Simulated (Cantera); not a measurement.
A Cantera script and what it prints.

```python
import numpy as np
import cantera as ct

gas_names = """
    CL CL2 H HCL H2 N NH NH2 NH3 N2 N2H2 N2H4 Si SiCL SiCL2 SiCL3 SiCL4 SiH SiHCL3 SiH2 SiH2CL2 SiH3
    SiH3CL SiH4 SiN Si2 Si2N Si3
""".split()
cond_names = """
    NH4CL(a) NH4CL(b) Si(cr) Si(L) Si3N4(a)
""".split()


def load(file, names, dense=False):
    # The tables refer to 1 bar. Condensed volumes are neglected.
    table = {s.name: s for s in ct.Species.list_from_file(file)}
    out = []
    for n in names:
        d = dict(table[n].input_data)
        d["thermo"] = dict(d["thermo"], **{"reference-pressure": 1e5})
        if dense:
            d["equation-of-state"] = {"model": "constant-volume", "density": "1e6 g/cm^3"}
        out.append(ct.Species.from_dict(d))
    return out


gas = ct.Solution(thermo="ideal-gas", species=load("nasa_gas.yaml", gas_names))
cond = {s.name: ct.Solution(thermo="fixed-stoichiometry", species=[s], name=s.name)
        for s in load("nasa_condensed.yaml", cond_names, dense=True)}
atoms = {
    'SiH2Cl2': {'Si': 1, 'H': 2, 'CL': 2},
    'NH3': {'N': 1, 'H': 3},
    'N2': {'N': 2},
}
top_T = {'Si3N4(a)': 2400}  # K; cautious upper limits of use, not melting points


def equilibrate(T, P, feed):
    n = {}
    for name, mol in feed.items():
        for a, k in atoms[name].items():
            n[a] = n.get(a, 0.0) + k * mol
    gas.TPX = T, P, n
    mass = sum(n.values()) * gas.mean_molecular_weight
    gas.equilibrate("TP")
    valid = [c for c in cond.values() if c.min_temp <= T <= top_T.get(c.name, c.max_temp)]
    mix = ct.Mixture([(gas, mass / gas.mean_molecular_weight)] + [(c, 0.0) for c in valid])
    mix.T, mix.P = T, P
    mix.equilibrate("TP", solver="vcs", rtol=1e-11, max_steps=5000)
    return mix


results = []
feed = {'SiH2Cl2': 1, 'NH3': 4.7, 'N2': 0.41}  # mol
P = 110  # Pa
for T in [848, 948, 1048, 1148, 1248, 1348, 1448, 1548, 1648, 1748]:
    mix = equilibrate(T, P, feed)
    results.append((T, P, feed, dict(zip(mix.species_names, mix.species_moles))))

top = {s: max(r[3][s] / sum(r[3][g] for g in gas_names) for r in results) for s in gas_names}
cols = sorted((s for s in top if top[s] > 1e-06), key=lambda s: -top[s])[:5]
seen = [c for c in cond_names if any(r[3].get(c, 0) > 1e-12 for r in results)]
print("log10 of partial pressures in bar; condensed amounts in mol")
print(f"{'T/K':>10s}" + "".join(f"{s[:9]:>10s}" for s in cols + seen))
for T, P, feed, n in results:
    ng = sum(n[g] for g in gas_names)
    print(f"{T:10.4g}" + "".join(f"{np.log10(max(n[s] / ng * P / 1e5, 1e-99)):10.3f}" for s in cols)
          + "".join(f"{n.get(c, 0):10.4g}" for c in seen))
```

Result:

```
log10 of partial pressures in bar; condensed amounts in mol
       T/K        H2        N2       HCL     SiCL2         H    Si(cr)     Si(L)  Si3N4(a)
       848    -3.157    -3.684    -3.709   -11.255   -12.299         0         0    0.3315
       948    -3.157    -3.684    -3.707    -9.523   -10.859         0         0    0.3322
      1048    -3.157    -3.684    -3.707    -8.126    -9.691         0         0    0.3325
      1148    -3.157    -3.684    -3.707    -6.978    -8.723         0         0    0.3323
      1248    -3.157    -3.683    -3.711    -6.026    -7.909         0         0    0.3293
      1348    -3.155    -3.678    -3.734    -5.261    -7.213         0         0    0.3135
      1448    -3.150    -3.663    -3.807    -4.723    -6.611         0         0    0.2672
      1548    -3.144    -3.642    -3.943    -4.411    -6.083         0         0    0.1976
      1648    -3.155    -3.591    -4.025    -4.344    -5.628    0.5059         0         0
      1748    -3.158    -3.592    -4.019    -4.356    -5.220         0    0.5002         0
```

These are equilibrium values from Cantera (NASA tables, ideal gas, pure condensed phases), not measurements of a reactor. The tables' values for SiCl, SiCl3, SiN are old estimates; treat these amounts as uncertain. Gases not in the tables: Si2H6 and higher silanes.
